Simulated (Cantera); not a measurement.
Cantera run:

```python
import numpy as np
import cantera as ct

gas_names = """
    AL ALO ALO2 AL2 AL2O AL2O2 Li LiO Li2 Li2O Li2O2 O O2 O3
""".split()
cond_names = """
    AL(cr) AL(L) AL2O3(a) AL2O3(L) Li(cr) Li(L) LiALO2(s) LiALO2(L) Li2O(s) Li2O(L)
""".split()


# ... load() reads the species with a 1 bar reference pressure and builds the phases ...
atoms = {
    'Al2O3': {'AL': 2, 'O': 3},
    'Li2O': {'Li': 2, 'O': 1},
    'O2': {'O': 2},
}
top_T = {}  # K; cautious upper limits of use, not melting points


# ... equilibrate(T, P, feed) seeds the gas with the atoms and calls Mixture.equilibrate('TP', solver="vcs", rtol=1e-11, max_steps=5000) ...
results = []
feed = {'Al2O3': 1, 'Li2O': 0.35, 'O2': 0.11}  # mol
T = 1973.15  # K
P = 1333.22  # Pa
mix = equilibrate(T, P, feed)
results.append((T, P, feed, dict(zip(mix.species_names, mix.species_moles))))
print(gas.report(threshold=1e-06))
for i in range(1, mix.n_phases):
    print(f"{mix.phase(i).name:16s} {mix.phase_moles(i):12.5e} mol")
```

Output:

```
       temperature   1973.2 K
          pressure   1333.2 Pa
           density   0.0025924 kg/m^3
  mean mol. weight   31.9 kg/kmol
   phase of matter   gas

                          1 kg             1 kmol
                     ---------------   ---------------
          enthalpy        1.8599e+06        5.9332e+07  J
   internal energy        1.3456e+06        4.2926e+07  J
           entropy            9531.9        3.0407e+05  J/K
    Gibbs function       -1.6948e+07       -5.4065e+08  J
 heat capacity c_p            1181.7             37697  J/K
 heat capacity c_v            921.08             29383  J/K

                      mass frac. Y      mole frac. X     chem. pot. / RT
                     ---------------   ---------------   ---------------
                Li        0.00017847        0.00082035           -21.007
               LiO        0.00014439         0.0002008           -37.526
              Li2O        7.6142e-05        8.1294e-05           -58.533
             Li2O2         2.875e-06        1.9991e-06           -75.053
                 O         0.0023515         0.0046887            -16.52
                O2           0.99725           0.99421           -33.039
     [   +8 minor]        9.7529e-09        6.5918e-09

AL(L)             0.00000e+00 mol
AL2O3(a)          6.50066e-01 mol
Li(L)             0.00000e+00 mol
LiALO2(L)         6.99869e-01 mol
Li2O(L)           0.00000e+00 mol
```

Equilibrium computed with Cantera from the NASA thermochemical tables; the gas is ideal and each condensed phase is pure. Mutual solubility and eutectic melting of coexisting phases are not modelled. Condensed phases not in the tables: alloys, solid solutions and most ternary compounds.
